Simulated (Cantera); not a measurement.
A perfectly stirred reactor is fed with 5.88 % CH4, 94.1 % H2, at 760 Torr; it is held at 1800 K, and followed from long to short residence time.

Computed with Cantera and GRI-Mech 3.0 (53 species, 325 reactions). GRI-Mech 3.0 stops at C3 and has no aromatics, soot or wall deposition, so with more carbon than oxygen in the feed, carbon stays in small species such as C2H2 where larger ones or solid carbon would form.

x: mole fraction; the columns are a selection and need not sum to one.

```csv
τ (s),x CH4,x H2,x C2H2,x C2H,x CH3
0.98,0.0114,0.966,0.0219,6.93e-8,8.29e-5
0.59,[?],0.965,0.0212,6.70e-8,[?]
0.36,[?],0.964,0.0203,6.39e-8,[?]
0.21,0.0176,0.962,0.0189,5.95e-8,0.000128
0.13,0.0208,0.961,0.0175,5.46e-8,0.000150
0.077,0.0250,0.959,0.0155,4.83e-8,0.000179
0.046,0.0296,0.956,0.0133,4.13e-8,0.000211
0.028,0.0345,0.954,0.0110,3.40e-8,0.000245
0.017,0.0394,0.951,0.00872,2.67e-8,0.000278
0.010,0.0444,0.948,0.00641,1.95e-8,0.000311
0.0061,0.0483,0.946,0.00455,1.38e-8,0.000336
```

### Question
Some entries are withheld; supply them.

### Answer

- 0.59, x CH4: 0.0128
- 0.59, x CH3: 9.34e-5
- 0.36, x CH4: 0.0148
- 0.36, x CH3: 0.000107
